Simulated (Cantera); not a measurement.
A freely propagating, adiabatic, planar premixed flame of CH4 : C2H6 : C3H8 : O2 : N2 = 1 : 0.64 : 0.033 : 3.15 : 11.8 (molar parts), equivalence ratio 1.4, unburnt at 375 K and 4.00 bar; mixture-averaged transport, grid criteria slope 0.08 and curve 0.16, no radiation.

Model: GRI-Mech 3.0 (53 species, 325 reactions), integrated in Cantera. Burning velocities carry a grid error of a few per cent, more on coarse grids.

x: mole fraction of selected species; z is measured from the peak of heat release.

```
z (mm)   T (K)  u (m/s)     x CH4    x C2H6   x C3H8    x N2O      x O2    x CH2O
-------  -----  -------  --------  --------  -------  -------  --------  --------
-0.722     375    0.189    0.0600    0.0384  0.00198    <1e-8     0.189   4.44e-8
-0.481     379    0.192    0.0596    0.0382  0.00197    <1e-8     0.188   1.34e-6
-0.361     397    0.202    0.0586    0.0379  0.00196    <1e-8     0.186   1.27e-5
-0.241     518    0.268    0.0543    0.0360  0.00190    <1e-8     0.174  0.000158
-0.120    1004    0.535    0.0385    0.0233      ___  1.68e-8     0.124   0.00122
-0.0602   1407    0.765    0.0247   0.00862      ___  3.67e-8    0.0769   0.00159
0         1771    0.977    0.0106  0.000626      ___  5.20e-8    0.0321  0.000439
0.0602    1954     1.08   0.00359   3.11e-5      ___  3.60e-8    0.0102  0.000112
0.120     2020     1.12   0.00166   5.14e-6    <1e-8  1.90e-8   0.00329   4.28e-5
0.241     2056     1.13  0.000847   6.95e-7    <1e-8    <1e-8  0.000526   1.21e-5
0.481     2067     1.14  0.000569   1.21e-7    <1e-8    <1e-8   4.47e-5   3.89e-6
0.963     2068     1.14  0.000401   3.61e-8    <1e-8    <1e-8   2.31e-6   1.90e-6
1.93      2067     1.14  0.000223   1.03e-8    <1e-8    <1e-8   4.40e-7   9.61e-7
```

Q: Some entries are withheld; supply them.

A: 
- -0.120, x C3H8: 0.00136
- -0.0602, x C3H8: 0.000510
- 0, x C3H8: 1.18e-5
- 0.0602, x C3H8: 4.04e-8
